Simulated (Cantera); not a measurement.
A closed system holds: 1 mol C2H6, 0.99 mol H2O, 27 mol H2, equilibrated at 1 atm.

Cantera equilibrium calculation (NASA polynomials, part measured and part estimated; ideal gas, pure solids and liquids). Candidate condensed phases: C, C6H6, C7H8, C8H18, H2O; 110 gas species. Equilibrium is a limit: real reactors are often held back by kinetics, nucleation or transport.

x: gas mole fraction; n: condensed amount in mol.

```json
[
 {"T (K)": "1875", "x H2": "0.968", "x H": "0.000641", "x CO": "0.0310", "x C2H2 (acetylene)": "0.000307", "x CH4": "0.000575", "x C2H": "2.41e-9", "x C4H2": "3.86e-8", "n C(graphite)": "0.972"},
 {"T (K)": "1975", "x H2": "0.967", "x H": "?", "x CO": "0.0309", "x C2H2 (acetylene)": "?", "x CH4": "?", "x C2H": "?", "x C4H2": "?", "n C(graphite)": "0.955"},
 {"T (K)": "2075", "x H2": "0.965", "x H": "0.00260", "x CO": "0.0309", "x C2H2 (acetylene)": "0.00120", "x CH4": "0.000331", "x C2H": "7.72e-8", "x C4H2": "6.00e-7", "n C(graphite)": "0.922"},
 {"T (K)": "2175", "x H2": "0.962", "x H": "?", "x CO": "0.0309", "x C2H2 (acetylene)": "?", "x CH4": "?", "x C2H": "?", "x C4H2": "?", "n C(graphite)": "0.863"},
 {"T (K)": "2275", "x H2": "0.957", "x H": "0.00825", "x CO": "0.0308", "x C2H2 (acetylene)": "0.00365", "x CH4": "0.000209", "x C2H": "1.33e-6", "x C4H2": "5.68e-6", "n C(graphite)": "0.767"},
 {"T (K)": "2375", "x H2": "0.949", "x H": "0.0137", "x CO": "0.0308", "x C2H2 (acetylene)": "0.00590", "x CH4": "0.000170", "x C2H": "4.60e-6", "x C4H2": "1.50e-5", "n C(graphite)": "0.620"},
 {"T (K)": "2475", "x H2": "0.938", "x H": "0.0217", "x CO": "0.0306", "x C2H2 (acetylene)": "0.00913", "x CH4": "0.000139", "x C2H": "1.43e-5", "x C4H2": "3.66e-5", "n C(graphite)": "0.407"},
 {"T (K)": "2575", "x H2": "0.923", "x H": "0.0331", "x CO": "0.0304", "x C2H2 (acetylene)": "0.0136", "x CH4": "0.000115", "x C2H": "4.07e-5", "x C4H2": "8.25e-5", "n C(graphite)": "0.106"},
 {"T (K)": "2675", "x H2": "0.906", "x H": "0.0488", "x CO": "0.0302", "x C2H2 (acetylene)": "0.0150", "x CH4": "8.41e-5", "x C2H": "8.20e-5", "x C4H2": "0.000103", "n C(graphite)": "0"},
 {"T (K)": "2775", "x H2": "0.885", "x H": "0.0700", "x CO": "0.0299", "x C2H2 (acetylene)": "0.0148", "x CH4": "5.92e-5", "x C2H": "0.000141", "x C4H2": "0.000102", "n C(graphite)": "0"}
]
```

**Question.** Fill in the missing entries.

**Answer.** 
- 1975, x H: 0.00134
- 1975, x C2H2 (acetylene): 0.000628
- 1975, x CH4: 0.000430
- 1975, x C2H: 1.49e-8
- 1975, x C4H2: 1.63e-7
- 2175, x H: 0.00476
- 2175, x C2H2 (acetylene): 0.00215
- 2175, x CH4: 0.000260
- 2175, x C2H: 3.43e-7
- 2175, x C4H2: 1.95e-6
